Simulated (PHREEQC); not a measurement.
0.33 g of hydrous ferric oxide (600 m²/g; 0.2 weak and 0.005 strong sites per Fe, Dzombak-Morel constants, diffuse double layer) in 1 kg of water with 0.005 mol/kgw of an inert sodium salt and 0.044 mmol/kgw NaF, at 25 °C; the pH is set by adding NaOH or the inert anion's acid. O2 is buffered at 0.21 atm. CO2 from the air is kept out. Nothing may precipitate in this run.

Equilibrium calculation in PHREEQC: ion-association model, wateq4f.dat.

Predict F sorbed (%), surface charge σ (C/m²), surface potential ψ (mV) at pH = 7.12, 7.88.


```tsv
pH	F sorbed (%)	surface charge σ (C/m²)	surface potential ψ (mV)
7.12	16.1	0.011	54
7.88	3.6	0.002	13
```

Species that the database lacks are ignored. The oxide is taken as insoluble; below pH 4 it would dissolve.
